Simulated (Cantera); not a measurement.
Input: 1 mol SiH4, 1.2 mol CO2, 1.3 mol H2, held at 13.3 mbar.

Method: chemical equilibrium by Gibbs-energy minimisation in Cantera with the NASA 1993 tables (ideal gas, pure condensed phases). Candidate condensed phases: C, C6H6, C7H8, C8H18, H2O, Si, SiC, SiO2; 123 gas species. Mutual solubility and eutectic melting of coexisting phases are not modelled. The tables hold silica as quartz up to 1696 K and as liquid above; real silica turns to tridymite and cristobalite and melts near 1996 K. Kinetics and transport are ignored.

x: gas mole fraction; n: condensed amount in mol.

```json
[
 {"T (K)": "500", "x H2": "0.240", "x CH4": "0.570", "x CO": "3.99e-6", "x H2O": "0.189", "x SiO": "<1e-12", "x CO2": "0.000433", "n SiO2(α-quartz)": "1.00", "n C(graphite)": "0", "n SiO2(β-quartz)": "0", "n SiC(s)": "0", "n SiO2(condensed)": "0"},
 {"T (K)": "650", "x H2": "0.701", "x CH4": "0.171", "x CO": "0.00469", "x H2O": "0.112", "x SiO": "<1e-12", "x CO2": "0.0117", "n SiO2(α-quartz)": "1.00", "n C(graphite)": "0.666", "n SiO2(β-quartz)": "0", "n SiC(s)": "0", "n SiO2(condensed)": "0"},
 {"T (K)": "800", "x H2": "0.881", "x CH4": "0.0139", "x CO": "0.0764", "x H2O": "0.0210", "x SiO": "<1e-12", "x CO2": "0.00768", "n SiO2(α-quartz)": "1.00", "n C(graphite)": "0.852", "n SiO2(β-quartz)": "0", "n SiC(s)": "0", "n SiO2(condensed)": "0"},
 {"T (K)": "950", "x H2": "0.890", "x CH4": "0.00177", "x CO": "0.107", "x H2O": "0.00118", "x SiO": "<1e-12", "x CO2": "0.000254", "n SiO2(α-quartz)": "0", "n C(graphite)": "0.799", "n SiO2(β-quartz)": "1.00", "n SiC(s)": "0", "n SiO2(condensed)": "0"},
 {"T (K)": "1100", "x H2": "0.891", "x CH4": "0.000380", "x CO": "0.108", "x H2O": "0.000115", "x SiO": "1.22e-10", "x CO2": "1.37e-5", "n SiO2(α-quartz)": "0", "n C(graphite)": "0.799", "n SiO2(β-quartz)": "1.00", "n SiC(s)": "0", "n SiO2(condensed)": "0"},
 {"T (K)": "1250", "x H2": "0.892", "x CH4": "0.000117", "x CO": "0.108", "x H2O": "1.94e-5", "x SiO": "9.64e-7", "x CO2": "1.50e-6", "n SiO2(α-quartz)": "0", "n C(graphite)": "0.800", "n SiO2(β-quartz)": "1.000", "n SiC(s)": "0", "n SiO2(condensed)": "0"},
 {"T (K)": "1400", "x H2": "0.779", "x CH4": "?", "x CO": "0.220", "x H2O": "?", "x SiO": "?", "x CO2": "?", "n SiO2(α-quartz)": "0", "n C(graphite)": "0", "n SiO2(β-quartz)": "?", "n SiC(s)": "?", "n SiO2(condensed)": "0"},
 {"T (K)": "1550", "x H2": "0.756", "x CH4": "?", "x CO": "0.221", "x H2O": "?", "x SiO": "?", "x CO2": "?", "n SiO2(α-quartz)": "0", "n C(graphite)": "0", "n SiO2(β-quartz)": "?", "n SiC(s)": "?", "n SiO2(condensed)": "0"},
 {"T (K)": "1700", "x H2": "0.622", "x CH4": "5.99e-8", "x CO": "0.226", "x H2O": "8.53e-5", "x SiO": "0.151", "x CO2": "9.09e-6", "n SiO2(α-quartz)": "0", "n C(graphite)": "0", "n SiO2(β-quartz)": "0", "n SiC(s)": "0", "n SiO2(condensed)": "0.200"}
]
```

Problem. Complete the blanks.

Solution. 
- 1400, x CH4: 2.82e-5
- 1400, x H2O: 1.06e-5
- 1400, x SiO: 0.000424
- 1400, x CO2: 1.38e-6
- 1400, n SiO2(β-quartz): 0.732
- 1400, n SiC(s): 0.266
- 1550, x CH4: 2.39e-6
- 1550, x H2O: 1.76e-5
- 1550, x SiO: 0.0224
- 1550, x CO2: 1.84e-6
- 1550, n SiO2(β-quartz): 0.668
- 1550, n SiC(s): 0.234
